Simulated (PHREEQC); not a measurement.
Solution A (37 mmol/kgw CdSO4 and 7.4 mmol/kgw H2SO4) is mixed with solution B (0.18 mol FeCl2 per kg of water) at 25 °C; shares are by mass of water, 1 kg in all. The system is closed to oxygen. CO2 from the air is kept out. Precipitation was switched off in this run.

Equilibrium calculation in PHREEQC: ion-association model, phreeqc.dat.

```
share of solution B    pH  Fe+2 (mol/kgw)  Cd+2 (mol/kgw)  SO4-2 (mol/kgw)  CdSO4 (mol/kgw)  CdCl+ (mol/kgw)  FeSO4 (mol/kgw)
-------------------  ----  --------------  --------------  ---------------  ---------------  ---------------  ---------------
0                    2.14               0          0.0194           0.0177           0.0147                0                0
0.1                  2.19          0.0123          0.0126           0.0178          0.00814           0.0103          0.00526
0.2                  2.23          0.0261         0.00851           0.0164          0.00431           0.0142          0.00874
0.3                  2.26          0.0415         0.00583           0.0143          0.00222           0.0146           0.0104
0.4                  2.31          0.0581         0.00400           0.0120          0.00113           0.0133           0.0105
0.5                  2.36          0.0752         0.00273          0.00984         0.000563           0.0113          0.00980
0.6                  2.44          0.0927         0.00181          0.00777         0.000269          0.00895          0.00845
0.7                  2.54           0.110         0.00114          0.00577         0.000117          0.00657          0.00671
0.8                  2.69           0.128        0.000646          0.00383          4.12e-5          0.00426          0.00468
0.9                  2.97           0.145        0.000276          0.00191          8.37e-6          0.00206          0.00243
1                    5.42           0.163               0                0                0                0                0
```
